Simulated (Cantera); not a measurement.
Adiabatic ignition

An adiabatic, constant-pressure homogeneous reactor starts with CH₃OH : O₂ : N₂ = 1 : 2.5 : 9.4 (molar parts), equivalence ratio 0.60, at 1625 K and 0.830 bar.

Model: GRI-Mech 3.0 (53 species, 325 reactions), integrated in Cantera. GRI-Mech 3.0 was tuned for natural gas; its chemistry of methanol as a main component is partial and can be far from experiment.

| t (s) | T (K) | x CH₃OH | x O₂ | x NO₂ | x H₂O₂ | x C₂H₆ | x CO₂ |
|---|---|---|---|---|---|---|---|
| 1.00e-6 | 1625 | 0.0775 | 0.194 | <1e-12 | 2.07e-9 | 1.06e-10 | 1.02e-6 |
| 2.82e-6 | 1625 | 0.0774 | 0.194 | <1e-12 | 8.97e-8 | 2.15e-9 | 3.08e-6 |
| 7.95e-6 | 1625 | 0.0772 | 0.194 | <1e-12 | 1.98e-6 | 3.45e-8 | 8.89e-6 |
| 2.24e-5 | 1626 | 0.0762 | 0.193 | <1e-12 | 2.99e-5 | 2.42e-7 | 2.54e-5 |
| 6.31e-5 | 1645 | 0.0660 | 0.187 | 8.12e-12 | 0.000322 | 3.70e-7 | 9.18e-5 |
| 0.000178 | 2277 | <1e-12 | 0.0787 | 8.12e-9 | 1.80e-7 | <1e-12 | 0.0453 |
| 0.000502 | 2558 | <1e-12 | 0.0757 | 2.20e-7 | 2.25e-7 | <1e-12 | 0.0566 |
| 0.00141 | 2595 | <1e-12 | 0.0745 | 9.88e-7 | 2.79e-7 | <1e-12 | 0.0589 |
| 0.00399 | 2590 | <1e-12 | 0.0726 | 2.70e-6 | 2.74e-7 | <1e-12 | 0.0590 |
| 0.0112 | 2584 | <1e-12 | 0.0700 | 5.09e-6 | 2.66e-7 | <1e-12 | 0.0592 |
| 0.0317 | 2581 | <1e-12 | 0.0689 | 6.00e-6 | 2.63e-7 | <1e-12 | 0.0593 |
| 0.0893 | 2581 | <1e-12 | 0.0689 | 6.02e-6 | 2.63e-7 | <1e-12 | 0.0593 |
| 0.252 | 2581 | <1e-12 | 0.0689 | 6.02e-6 | 2.63e-7 | <1e-12 | 0.0593 |
| 0.710 | 2581 | <1e-12 | 0.0689 | 6.02e-6 | 2.63e-7 | <1e-12 | 0.0593 |
| 2.00 | 2581 | <1e-12 | 0.0689 | 6.02e-6 | 2.63e-7 | <1e-12 | 0.0593 |
x: mole fraction; the columns are a selection and need not sum to one.

```json
{
 "time_of_steepest_temperature_rise": "0.121 ms",
 "temperature at 2.00 s": "2581 K",
 "equilibrium_temperature": "2581 K",
 "x(CH₃OH) at 2.00 s": "<1e-12 (gas-phase equilibrium <1e-12)",
 "x(O₂) at 2.00 s": "0.0689 (gas-phase equilibrium 0.0689)",
 "x(NO₂) at 2.00 s": "6.02e-6 (gas-phase equilibrium 6.02e-6)"
}
```
